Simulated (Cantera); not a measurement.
Charge: 1 mol Al2O3, 0.68 mol BCl3, 1.5 mol O2, at 1875 K and 3.20 Pa.

Equilibrium computed with Cantera from the NASA thermochemical tables; the gas is ideal and each condensed phase is pure. Candidate condensed phases: Al, AlCl3, Al2O3, B, B2O3; 30 gas species. The tables' values for BOCl are old estimates; treat these amounts as uncertain. Equilibrium is a limit: real reactors are often held back by kinetics, nucleation or transport.

Base state: Cl 0.587, O2 0.264, B2O3 0.0698, BO2 0.0522, O 0.0219, BOCl 0.00404, BO 0.00115, AlOCl 7.63e-5 (mole fractions); condensed: Al2O3(s).

Task: What changes in the equilibrium state with this change: temperature from 1875 K to 1573 K?

Result: 
```tsv
species	before	after
Cl	0.587	0.596
O2	0.264	0.292
B2O3	0.0698	0.0919
BO2	0.0522	0.0115
O	0.0219	0.000997
AlOCl	7.63e-5	1.04e-6
BO	0.00115	8.09e-6
Cl2	5.60e-5	0.00130
Al2O3(s), mol	1.000	1.000
```

Task: What changes in the equilibrium state with this change: pressure from 3.20 Pa to 10.0 mbar?

Result: 
```csv
species,before,after
Cl,0.587,0.564
O2,0.264,0.299
B2O3,0.0698,0.0866
BO2,0.0522,0.0143
Cl2,5.60e-5,0.0162
O,0.0219,0.00132
BOCl,0.00404,0.0176
AlCl3,2.93e-7,0.000311
BO,0.00115,1.67e-5
ClO,2.84e-5,0.000514
"Al2O3(s), mol",1.000,0.999
```
